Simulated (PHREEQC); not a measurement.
## Buffer: an equilibrium model

Make-up at 20 °C: 15 mmol/kgw NaHSO4, 2.3 mmol/kgw NH3 and 3.5 mmol/kgw KCl. Closed to the air; pH follows from the charge balance.

Equilibrium calculation in PHREEQC: ion-association model, phreeqc.dat.

Each row changes one thing in this solution. This is a speciation only: nothing precipitates in the calculation.

```json
[
 {"case": "as made", "pH": "2.12", "ionic strength (mol/kgw)": "0.0392", "SI of Sylvite (KCl)": "-5.96"},
 {"case": "temperature from 20 to 5 °C", "pH": "2.10", "ionic strength (mol/kgw)": "0.0405", "SI of Sylvite (KCl)": "-5.88"},
 {"case": "temperature from 20 to 10 °C", "pH": "2.10", "ionic strength (mol/kgw)": "0.0401", "SI of Sylvite (KCl)": "-5.91"},
 {"case": "0.00029 mol/kgw Na2SO4 added", "pH": "2.13", "ionic strength (mol/kgw)": "0.0399", "SI of Sylvite (KCl)": "-5.96"},
 {"case": "NH3 replaced by (NH4)2CO3 at the same molality", "pH": "2.22", "ionic strength (mol/kgw)": "0.0402", "SI of Sylvite (KCl)": "-5.96"},
 {"case": "NaHSO4 left out", "pH": "10.44", "ionic strength (mol/kgw)": "0.00370", "SI of Sylvite (KCl)": "-5.84"},
 {"case": "NH3 left out", "pH": "2.05", "ionic strength (mol/kgw)": "0.0383", "SI of Sylvite (KCl)": "-5.96"},
 {"case": "diluted 10-fold with water", "pH": "2.96", "ionic strength (mol/kgw)": "0.00461", "SI of Sylvite (KCl)": "-7.85"},
 {"case": "NaHSO4 replaced by Na3PO4 at the same molality", "pH": "11.91", "ionic strength (mol/kgw)": "0.0788", "SI of Sylvite (KCl)": "-6.00"}
]
```

Away from 25 °C the constants follow the database's enthalpies or fits; those with neither stay at their 25 °C values.
